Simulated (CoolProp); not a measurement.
Model: reference Helmholtz-energy equation of state, McLinden 2015, in CoolProp.

For the fluoroketone C6F12O (FK-5-1-12), give the phase and the Z, speed of sound (m/s), Joule-Thomson coefficient (K/MPa), isothermal compressibility (1/MPa) at 365.3 K and 2480 kPa; 405.7 K and 2480 kPa; 486.5 K and 2480 kPa.


- 365.3 K and 2480 kPa: liquid; Z 0.185, speed of sound 331, Joule-Thomson coefficient -0.0237, isothermal compressibility 0.00807
- 405.7 K and 2480 kPa: liquid; Z 0.189, speed of sound 221, Joule-Thomson coefficient 0.439, isothermal compressibility 0.0213
- 486.5 K and 2480 kPa: supercritical; Z 0.610, speed of sound 73.8, Joule-Thomson coefficient 10.2, isothermal compressibility 0.714
